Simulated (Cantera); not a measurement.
# Hydrocarbon pyrolysis for carbon deposition

An isothermal, constant-pressure homogeneous reactor starts with 3.23 % C₂H₄, 96.8 % H₂, at 1848 K and 0.133 bar.

Computed with Cantera and GRI-Mech 3.0 (53 species, 325 reactions). GRI-Mech 3.0 was tuned for natural gas; its chemistry of ethylene as a main component is partial and can be far from experiment. GRI-Mech 3.0 stops at C3 and has no aromatics, soot or wall deposition, so with more carbon than oxygen in the feed, carbon stays in small species such as C2H2 where larger ones or solid carbon would form.

| t (s) | x C₂H₄ | x H₂ | x CH₂ | x H | x C₂H₂ | x C₂H₆ | x C₂H |
|---|---|---|---|---|---|---|---|
| 9.00e-6 | 0.0321 | 0.968 | 6.10e-11 | 1.22e-6 | 0.000141 | 3.76e-9 | 1.92e-12 |
| 2.20e-5 | 0.0319 | 0.968 | 2.20e-10 | 3.03e-6 | 0.000346 | 1.02e-8 | 1.16e-11 |
| 5.38e-5 | 0.0314 | 0.968 | 6.24e-10 | 7.43e-6 | 0.000848 | 2.49e-8 | 6.96e-11 |
| 0.000131 | 0.0301 | 0.968 | 1.55e-9 | 1.81e-5 | 0.00209 | 5.68e-8 | 4.16e-10 |
| 0.000321 | 0.0269 | 0.968 | 3.36e-9 | 4.28e-5 | 0.00514 | 1.16e-7 | 2.43e-9 |
| 0.000785 | 0.0196 | 0.968 | 5.28e-9 | 9.15e-5 | 0.0122 | 1.74e-7 | 1.23e-8 |
| 0.00192 | 0.00763 | 0.968 | 3.56e-9 | 0.000158 | 0.0238 | 1.09e-7 | 4.13e-8 |
| 0.00469 | 0.000476 | 0.968 | 4.42e-10 | 0.000279 | 0.0308 | 1.06e-8 | 9.45e-8 |
| 0.0115 | 7.42e-5 | 0.968 | 3.88e-10 | 0.000613 | 0.0312 | 2.62e-9 | 2.10e-7 |
| 0.0280 | 6.91e-5 | 0.968 | 1.38e-9 | 0.00115 | 0.0311 | 3.11e-9 | 3.93e-7 |
| 0.0685 | 6.74e-5 | 0.967 | 3.70e-9 | 0.00143 | 0.0311 | 3.19e-9 | 4.89e-7 |
| 0.167 | 6.73e-5 | 0.967 | 8.20e-9 | 0.00144 | 0.0311 | 3.32e-9 | 4.94e-7 |
| 0.409 | 6.71e-5 | 0.967 | 1.83e-8 | 0.00144 | 0.0310 | 3.96e-9 | 4.92e-7 |
| 1.00 | 6.68e-5 | 0.967 | 3.54e-8 | 0.00144 | 0.0308 | 6.26e-9 | 4.89e-7 |
x: mole fraction; the columns are a selection and need not sum to one.

Equilibrium at this temperature and pressure: C₂H₄ 6.66e-5, H₂ 0.967, CH₂ 4.70e-8, H 0.00144, C₂H₂ 0.0307, C₂H₆ 8.69e-9, C₂H 4.87e-7 (gas phase only).
